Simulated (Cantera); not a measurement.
Cantera run, input and output.

```python
import numpy as np
import cantera as ct

gas = ct.Solution("SiF4_NH3_mec.yaml", "gas")
gas.TPX = 1850, 58000, {'NH3': 1, 'H2': 1.2}
reactor = ct.IdealGasConstPressureReactor(gas, energy="off", clone=False)
net = ct.ReactorNet([reactor])
net.rtol, net.atol = 1e-08, 1e-18
show = ['NH3', 'H2', 'N2', 'N2H2', 'H', 'NH2', 'N2H4']
times = np.geomspace(4e-06, 300, 10)

steps = ct.SolutionArray(gas, extra=["t"])
rows = []
print(f"{'t/s':>10s}{'T/K':>9s}{'P/Pa':>11s}" + "".join(f"{s:>11s}" for s in show))
for t in times:
    while net.time < t:
        t_next = net.step()
        steps.append(gas.state, t=t_next)
    rows.append([np.interp(t, steps.t, y) for y in (steps.T, steps.P, *steps(*show).X.T)])
    print(f"{t:10.3e}{rows[-1][0]:9.1f}{rows[-1][1]:11.4g}" + "".join(f"{x:11.3e}" for x in rows[-1][2:]))
rate = np.gradient(steps.T, steps.t)
print("integrator steps:", len(steps.t))
if steps.T.max() > steps.T[0] + 200:
    print(f"time of steepest temperature rise: {steps.t[rate.argmax()]:.4e} s")
gas.TPX = 1850, 58000, {'NH3': 1, 'H2': 1.2}
gas.equilibrate("TP")
print(f"equilibrium (TP): T = {gas.T:.1f} K  " + "  ".join(f"{s} {gas[s].X[0]:.3e}" for s in show))
```

It prints:

```
       t/s      T/K       P/Pa        NH3         H2         N2       N2H2          H        NH2       N2H4
 4.000e-06   1850.0    5.8e+04  4.545e-01  5.455e-01  4.276e-14  1.282e-11  1.197e-06  2.633e-06  5.619e-12
 3.000e-05   1850.0    5.8e+04  4.545e-01  5.455e-01  6.300e-10  1.906e-09  8.769e-06  1.992e-05  3.886e-10
 2.249e-04   1850.0    5.8e+04  4.543e-01  5.454e-01  3.305e-06  1.561e-07  6.297e-05  1.435e-04  2.068e-08
 1.687e-03   1850.0    5.8e+04  4.525e-01  5.465e-01  5.377e-04  1.117e-06  1.452e-04  3.289e-04  1.088e-07
 1.265e-02   1850.0    5.8e+04  4.384e-01  5.557e-01  5.391e-03  1.069e-06  1.493e-04  3.223e-04  1.045e-07
 9.486e-02   1850.0    5.8e+04  3.499e-01  6.138e-01  3.583e-02  7.806e-07  1.777e-04  2.773e-04  7.732e-08
 7.114e-01   1850.0    5.8e+04  9.702e-02  7.797e-01  1.228e-01  1.413e-07  3.339e-04  1.138e-04  1.300e-08
 5.335e+00   1850.0    5.8e+04  3.567e-03  8.408e-01  1.550e-01  7.825e-10  6.332e-04  7.359e-06  5.426e-11
 4.001e+01   1850.0    5.8e+04  3.078e-04  8.429e-01  1.561e-01  6.351e-12  6.535e-04  6.535e-07  4.279e-13
 3.000e+02   1850.0    5.8e+04  3.909e-05  8.431e-01  1.562e-01  1.819e-13  6.538e-04  8.302e-08  6.906e-15
integrator steps: 1338
equilibrium (TP): T = 1850.0 K  NH3 4.649e-06  H2 8.431e-01  N2 1.562e-01  N2H2 8.217e-14  H 6.538e-04  NH2 9.875e-09  N2H4 9.835e-17
```

Computed with Cantera and the gas-phase N/H chemistry of the illustrative SiF4/NH3 mechanism in the Surface Chemkin manual (1991). Walls and surfaces, which speed up NH3 decomposition in real reactors, are not modelled.
